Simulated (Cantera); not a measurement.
A freely propagating, adiabatic, planar premixed flame of CH3OH : O2 : N2 : CO2 = 1 : 1.7 : 6.41 : 0.72 (molar parts), equivalence ratio 0.88, unburnt at 300 K and 0.987 atm; multicomponent transport, grid criteria slope 0.08 and curve 0.16, no radiation.

Model: GRI-Mech 3.0 (53 species, 325 reactions), integrated in Cantera. GRI-Mech 3.0 was tuned for natural gas; its chemistry of methanol as a main component is partial and can be far from experiment. Burning velocities carry a grid error of a few per cent, more on coarse grids.

x: mole fraction of selected species; z is measured from the peak of heat release.

```
z (mm)  T (K)  u (m/s)  x CH3OH    x O2   x CO2   x NO    x CH2    x CH3
------  -----  -------  -------  ------  ------  -----  -------  -------
-1.78     300    0.210    0.102   0.173  0.0732  <1e-8    <1e-8    <1e-8
-1.19     302    0.211    0.102   0.172  0.0731  <1e-8    <1e-8    <1e-8
-0.892    313    0.220    0.101   0.171  0.0730  <1e-8    <1e-8    <1e-8
-0.595    390    0.276   0.0976   0.164  0.0732  <1e-8    <1e-8    <1e-8
-0.297    774    0.561   0.0715   0.131  0.0793      …    <1e-8    <1e-8
-0.149   1126    0.834   0.0395  0.0985  0.0895      …    <1e-8  4.29e-7
0        1514     1.14  0.00353  0.0605   0.107      …  1.19e-6  2.74e-5
0.149    1646     1.24  2.82e-6  0.0415   0.126      …  4.89e-8  8.58e-7
0.297    1711     1.28    <1e-8  0.0346   0.138      …    <1e-8  1.44e-8
0.595    1790     1.33    <1e-8  0.0298   0.147      …    <1e-8    <1e-8
1.19     1865     1.38    <1e-8  0.0260   0.153      …    <1e-8    <1e-8
2.38     1923     1.42    <1e-8  0.0231   0.158      …    <1e-8    <1e-8
4.76     1960     1.44    <1e-8  0.0212   0.162      …    <1e-8    <1e-8
```

**Question.** Complete the blanks.

**Answer.** 
- -0.297, x NO: 8.22e-8
- -0.149, x NO: 4.26e-7
- 0, x NO: 1.39e-6
- 0.149, x NO: 2.23e-6
- 0.297, x NO: 3.02e-6
- 0.595, x NO: 4.22e-6
- 1.19, x NO: 5.74e-6
- 2.38, x NO: 7.54e-6
- 4.76, x NO: 9.56e-6
